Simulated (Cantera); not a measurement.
Thermodynamics of metals in furnace atmospheres, feed Cu + H₂O + CO

A closed system holds: 1 mol Cu, 23 mol H₂O, a varied amount of CO, equilibrated at 1325 K and 1 atm.

Cantera equilibrium calculation (NASA polynomials, part measured and part estimated; ideal gas, pure solids and liquids). Candidate condensed phases: C, C₆H₆, C₇H₈, C₈H₁₈, Cu, CuO, Cu(OH)₂, Cu₂O, H₂O; 113 gas species. Equilibrium is a limit: real reactors are often held back by kinetics, nucleation or transport.

```json
[
 {"n(CO) (mol)": "0.58", "x H₂O": "0.952", "x CO": "0.00108", "x CO₂": "0.0235", "x H₂": "0.0235", "x CH₄": "<1e-12", "x H": "2.49e-7", "x Cu": "2.77e-7", "n Cu(s)": "1.000"},
 {"n(CO) (mol)": "1", "x H₂O": "0.920", "x CO": "0.00303", "x CO₂": "0.0386", "x H₂": "0.0386", "x CH₄": "9.41e-12", "x H": "3.19e-7", "x Cu": "2.77e-7", "n Cu(s)": "1.000"},
 {"n(CO) (mol)": "1.9", "x H₂O": "0.857", "x CO": "0.00966", "x CO₂": "0.0666", "x H₂": "0.0666", "x CH₄": "1.65e-10", "x H": "4.19e-7", "x Cu": "2.77e-7", "n Cu(s)": "1.000"},
 {"n(CO) (mol)": "3.3", "x H₂O": "0.774", "x CO": "0.0245", "x CO₂": "0.101", "x H₂": "0.101", "x CH₄": "1.62e-9", "x H": "5.16e-7", "x Cu": "2.77e-7", "n Cu(s)": "1.000"},
 {"n(CO) (mol)": "5.9", "x H₂O": "0.651", "x CO": "0.0597", "x CO₂": "0.144", "x H₂": "0.144", "x CH₄": "1.37e-8", "x H": "6.17e-7", "x Cu": "2.77e-7", "n Cu(s)": "1.000"},
 {"n(CO) (mol)": "11", "x H₂O": "0.488", "x CO": "0.135", "x CO₂": "0.188", "x H₂": "0.188", "x CH₄": "9.17e-8", "x H": "7.05e-7", "x Cu": "2.77e-7", "n Cu(s)": "1.000"},
 {"n(CO) (mol)": "19", "x H₂O": "0.338", "x CO": "0.243", "x CO₂": "0.210", "x H₂": "0.210", "x CH₄": "3.29e-7", "x H": "7.44e-7", "x Cu": "2.77e-7", "n Cu(s)": "1.000"},
 {"n(CO) (mol)": "34", "x H₂O": "0.199", "x CO": "0.392", "x CO₂": "0.205", "x H₂": "0.205", "x CH₄": "8.36e-7", "x H": "7.35e-7", "x Cu": "2.77e-7", "n Cu(s)": "1.000"},
 {"n(CO) (mol)": "61", "x H₂O": "0.101", "x CO": "0.553", "x CO₂": "0.173", "x H₂": "0.173", "x CH₄": "1.41e-6", "x H": "6.76e-7", "x Cu": "2.77e-7", "n Cu(s)": "1.000"}
]
```
x: gas mole fraction; n: condensed amount in mol.

From 0.58 mol CO to 61 mol CO the condensed part is Cu(s). The main Cu-bearing gas is Cu throughout.
